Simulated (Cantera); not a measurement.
**PbO + N2 (iron carbonyl, mercury and lead vapours)**

A closed system holds: 1 mol PbO, 23 mol N2.

These are equilibrium values from Cantera (NASA tables, ideal gas, pure condensed phases), not measurements of a reactor. Candidate condensed phases: Pb, PbO, PbO2, Pb3O4; 12 gas species. Kinetics and transport are ignored.

Stable condensed phases:

```
T in °C \ P in Pa
              10      52     270    1400    7200   37000  190000 1000000
   1302        A       A       A       A       A       A       B       B
   1227        A       A       A       A       A       B       B       B
   1152        A       A       A       A       A       B       B       B
   1077        A       A       A       A       B       B       B       B
   1002        A       A       A       B       B       B       B       B
    927        A       A       B       B       B       B       B       B
    852        A       B       B       B       B       B       B       B
    777        B       B       B       B       B       B       B       B
    702        B       B       B       B       B       B       B       B
    627        B       B       B       B       B       B       B       B
    552        B       B       B       B       B       B       B       B
    477        B       B       B       B       B       B       B       B
    402        B       B       B       B       B       B       B       B
    327        B       B       B       B       B       B       B       B
```

A: gas only; B: PbO.
